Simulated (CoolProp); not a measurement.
Vapour-liquid equilibrium of ethanol (1) + dimethyl carbonate (2) at 413.2 K; x and y are mole fractions of (1).

The numbers come from the multi-fluid Helmholtz-energy mixture model, Schroeder 2014 and Zhou 2011; pair parameters Bell 2016 in CoolProp.

```
x     bubble pressure, mixture model (bar)  bubble pressure, Raoult's law (bar)  y, mixture model  y, Raoult's law
----  ------------------------------------  -----------------------------------  ----------------  ---------------
0.05                                 4.554                                4.160             0.157            0.091
0.15                                 5.481                                4.520             0.351            0.251
0.25                                 6.175                                4.879             0.469            0.388
0.35                                 6.692                                5.239             0.552            0.506
0.45                                 7.078                                5.598             0.616            0.609
0.55                                 7.366                                5.958             0.671            0.699
0.65                                 7.576                                6.317             0.724            0.779
0.75                                 7.714                                6.677             0.781            0.851
0.85                                 7.766                                7.036             0.849            0.915
0.95                                 7.688                                7.396             0.940            0.973
```

The largest gap from Raoult's law is +27.7 % in bubble pressure, at x = 0.35. y crosses x between x = 0.75 and 0.85: the model has an azeotrope there.

The pair parameters rest on a limited set of measurements; away from them the model extrapolates.
